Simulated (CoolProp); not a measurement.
Vapour-liquid equilibrium of R125 (1) + R236FA (2) at -16.55 °C; x and y are mole fractions of (1).

The numbers come from the multi-fluid Helmholtz-energy mixture model, Lemmon 2005 and Pan 2012; pair parameters Bell 2016 in CoolProp.

| x | bubble pressure (MPa) | y at the bubble point | dew pressure at overall composition x (MPa) | liquid density (mol/L) |
|---|---|---|---|---|
| 0.05 | 0.06781 | 0.268 | 0.05415 | 9.899 |
| 0.125 | 0.09185 | 0.495 | 0.05818 | 10.03 |
| 0.2 | 0.1159 | 0.629 | 0.06286 | 10.16 |
| 0.275 | 0.1399 | 0.718 | 0.06835 | 10.29 |
| 0.35 | 0.1641 | 0.781 | 0.07488 | 10.43 |
| 0.425 | 0.1883 | 0.828 | 0.08278 | 10.56 |
| 0.5 | 0.2127 | 0.866 | 0.09251 | 10.70 |
| 0.575 | 0.2374 | 0.896 | 0.1048 | 10.84 |
| 0.65 | 0.2622 | 0.921 | 0.1208 | 10.97 |
| 0.725 | 0.2873 | 0.942 | 0.1424 | 11.11 |
| 0.8 | 0.3128 | 0.961 | 0.1731 | 11.25 |
| 0.875 | 0.3387 | 0.977 | 0.2199 | 11.38 |
| 0.95 | 0.3651 | 0.991 | 0.2978 | 11.51 |

No azeotrope shows between x = 0.05 and 0.95.

The pair parameters rest on a limited set of measurements; away from them the model extrapolates.
